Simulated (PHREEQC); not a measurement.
Consider water at 79 °C and 500 atm with 0.23 mol SrCl2 per kg of water. It is in equilibrium with CO2 at log p = 0 (atm). Otherwise closed; pH follows from the charge balance.

Computed with PHREEQC (ion-association model, phreeqc.dat).

```csv
quantity,before,after
pH,3.70,3.76
HCO3- (mol/kgw),3.70e-5,9.57e-5
(CO2)2 (mol/kgw),2.68e-6,4.09e-6
CO3-2 (mol/kgw),8.16e-11,1.52e-10
```

**Question.** Name the change that produced these shifts.
A. SrCl2 from 0.23 to 0.046 mol/kgw
B. diluted 2-fold with water
C. temperature from 79 to 70 °C
D. temperature from 79 to 30 °C
E. SrCl2 replaced by CaCl2 at the same molality

**Answer.** D, temperature from 79 to 30 °C

No solid was allowed to form. Under pressure, the constants of complexes without a molar volume in the database are unreliable. At this temperature some constants are extrapolated from 25 °C, and those without enthalpy data are left unchanged.
